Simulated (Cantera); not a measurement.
A jet of CH4 : O2 : N2 = 0.075 : 0.057 : 0.79 (molar parts), equivalence ratio 2.6 at 300 K and 24.0 Torr hits a platinum plate 4.5 cm away at a mass flux of 0.056 kg/m²/s; the plate temperature is set and raised in steps from an oxygen-covered start.

Computed with Cantera and Deutschmann's 1995 Pt surface mechanism with GRI-Mech 3.0 gas chemistry. Catalytic surfaces can have several steady states; this one follows from the mechanism file's or the stated starting coverage.

x: mole fraction at the wall; θ: surface coverage.

```
plate T (K)  wall x CH4  wall x O2  wall x H2O  wall x OH  wall x CO  wall x CO2  θ free Pt     θ H*   θ CO*    θ C*
-----------  ----------  ---------  ----------  ---------  ---------  ----------  ---------  -------  ------  ------
900              0.0457     0.0136      0.0510      <1e-8     0.0371     1.60e-5      0.383        …  0.0591   0.557
950              0.0379     0.0107      0.0487      <1e-8     0.0451     2.05e-5      0.459        …  0.0414   0.498
1000             0.0274    0.00730      0.0445      <1e-8     0.0558     3.98e-5      0.589        …  0.0372   0.372
1050             0.0176    0.00463      0.0399      <1e-8     0.0656    0.000118      0.778  0.00196  0.0363   0.183
1100             0.0136    0.00366      0.0376      <1e-8     0.0695    0.000313      0.905  0.00186  0.0264  0.0664
```

Q: What belongs in the gaps?

A: 
- 900, θ H*: 0.00119
- 950, θ H*: 0.00148
- 1000, θ H*: 0.00177
